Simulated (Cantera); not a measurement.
A Cantera script and what it prints.

```python
import numpy as np
import cantera as ct

gas_names = [...]  # 118 gases of nasa_gas.yaml made of C, Cl, F, H
cond_names = """
    C(gr) C6H6(L) C7H8(L) C8H18(L),n-octa
""".split()


# ... load() reads the species with a 1 bar reference pressure and builds the phases ...
atoms = {
    'CH3F': {'C': 1, 'H': 3, 'F': 1},
    'HCl': {'H': 1, 'CL': 1},
    'H2': {'H': 2},
}
top_T = {'C(gr)': 4500}  # K; cautious upper limits of use, not melting points


# ... equilibrate(T, P, feed) seeds the gas with the atoms and calls Mixture.equilibrate('TP', solver="vcs", rtol=1e-11, max_steps=5000) ...
results = []
feed = {'CH3F': 1, 'HCl': 0.92, 'H2': 1.6}  # mol
P = 1900  # Pa
for T in [673, 823, 973, 1123, 1273, 1423, 1573, 1723, 1873, 2023, 2173, 2323, 2473, 2623]:
    mix = equilibrate(T, P, feed)
    results.append((T, P, feed, dict(zip(mix.species_names, mix.species_moles))))
    x = sorted(zip(gas.X, gas.species_names), reverse=True)
    print(f"T = {T:g} K  P = {P:g} Pa  gas = {mix.phase_moles(0):.4g} mol")
    print("   x: " + "  ".join(f"{s} {v:.3e}" for v, s in x if v > 1e-05))
    print("   condensed (mol): " + ("  ".join(f"{mix.phase(i).name} {mix.phase_moles(i):.4g}"
          for i in range(1, mix.n_phases) if mix.phase_moles(i) > 1e-12) or "none"))
```

Result:

```
T = 673 K  P = 1900 Pa  gas = 4.237 mol
   x: H2 4.800e-01  HF 2.360e-01  HCL 2.171e-01  CH4 6.682e-02
   condensed (mol): C(gr) 0.7169
T = 823 K  P = 1900 Pa  gas = 4.494 mol
   x: H2 5.671e-01  HF 2.225e-01  HCL 2.047e-01  CH4 5.701e-03
   condensed (mol): C(gr) 0.9744
T = 973 K  P = 1900 Pa  gas = 4.516 mol
   x: H2 5.741e-01  HF 2.214e-01  HCL 2.037e-01  CH4 8.047e-04
   condensed (mol): C(gr) 0.9964
T = 1123 K  P = 1900 Pa  gas = 4.519 mol
   x: H2 5.750e-01  HF 2.213e-01  HCL 2.036e-01  CH4 1.843e-04
   condensed (mol): C(gr) 0.9992
T = 1273 K  P = 1900 Pa  gas = 4.52 mol
   x: H2 5.751e-01  HF 2.213e-01  HCL 2.036e-01  CH4 5.904e-05
   condensed (mol): C(gr) 0.9997
T = 1423 K  P = 1900 Pa  gas = 4.52 mol
   x: H2 5.752e-01  HF 2.212e-01  HCL 2.035e-01  H 3.655e-05  CH4 2.394e-05  CL 1.059e-05
   condensed (mol): C(gr) 0.9999
T = 1573 K  P = 1900 Pa  gas = 4.521 mol
   x: H2 5.750e-01  HF 2.212e-01  HCL 2.035e-01  H 2.237e-04  CL 6.290e-05  C2H2,acetylene 1.187e-05  CH4 1.153e-05
   condensed (mol): C(gr) 0.9998
T = 1723 K  P = 1900 Pa  gas = 4.523 mol
   x: H2 5.744e-01  HF 2.211e-01  HCL 2.031e-01  H 1.003e-03  CL 2.747e-04  C2H2,acetylene 5.199e-05
   condensed (mol): C(gr) 0.9995
T = 1873 K  P = 1900 Pa  gas = 4.53 mol
   x: H2 5.724e-01  HF 2.207e-01  HCL 2.021e-01  H 3.543e-03  CL 9.475e-04  C2H2,acetylene 1.786e-04
   condensed (mol): C(gr) 0.9984
T = 2023 K  P = 1900 Pa  gas = 4.55 mol
   x: H2 5.671e-01  HF 2.198e-01  HCL 1.995e-01  H 1.038e-02  CL 2.711e-03  C2H2,acetylene 5.066e-04
   condensed (mol): C(gr) 0.9954
T = 2173 K  P = 1900 Pa  gas = 4.595 mol
   x: H2 5.549e-01  HF 2.176e-01  HCL 1.936e-01  H 2.608e-02  CL 6.639e-03  C2H2,acetylene 1.224e-03
   condensed (mol): C(gr) 0.9887
T = 2323 K  P = 1900 Pa  gas = 4.688 mol
   x: H2 5.303e-01  HF 2.133e-01  HCL 1.820e-01  H 5.753e-02  CL 1.419e-02  C2H2,acetylene 2.568e-03  F 2.945e-05  C2H 1.333e-05
   condensed (mol): C(gr) 0.9756
T = 2473 K  P = 1900 Pa  gas = 4.86 mol
   x: H2 4.872e-01  HF 2.057e-01  HCL 1.626e-01  H 1.129e-01  CL 2.670e-02  C2H2,acetylene 4.697e-03  F 9.277e-05  C2H 7.378e-05  C4H2 1.869e-05  C2HCL 1.720e-05  C3 1.711e-05
   condensed (mol): C(gr) 0.9527
T = 2623 K  P = 1900 Pa  gas = 5.147 mol
   x: H2 4.207e-01  H 1.982e-01  HF 1.940e-01  HCL 1.344e-01  CL 4.430e-02  C2H2,acetylene 7.455e-03  C2H 3.231e-04  F 2.592e-04  C3 1.616e-04  C4H2 5.478e-05  C 4.386e-05  C2HCL 3.302e-05  C2 1.525e-05  CF 1.212e-05
   condensed (mol): C(gr) 0.9153
```

Cantera equilibrium calculation (NASA polynomials, part measured and part estimated; ideal gas, pure solids and liquids).
